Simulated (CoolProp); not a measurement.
A single-stage vapour-compression cycle with fluoroethane (R161): evaporating at 207.15 K (dew point), condensing at 242.15 K (bubble point), superheat 5 K, subcooling 0 K, compressor efficiency 0.85, no pressure losses. Each further row changes one setting.

Model: reference Helmholtz-energy equation of state, Wu 2012, in CoolProp.

```
case                              cooling COP  pressure ratio  discharge temperature (K)  refrigerating effect (kJ/kg)  volumetric capacity (kJ/m³)
--------------------------------  -----------  --------------  -------------------------  ----------------------------  ---------------------------
as stated                                4.37            6.10                      294.9                           391                          239
evaporating temperature 212.15 K         5.33            4.51                      286.5                           396                          320
condensing temperature 237.15 K          5.19            4.89                      284.4                           401                          245
subcooling 5 K                           4.48            6.10                      294.9                           401                          245
superheat 15 K                           4.29            6.10                      306.1                           401                          234
compressor efficiency 0.75               3.85            6.10                      304.3                           391                          239
```
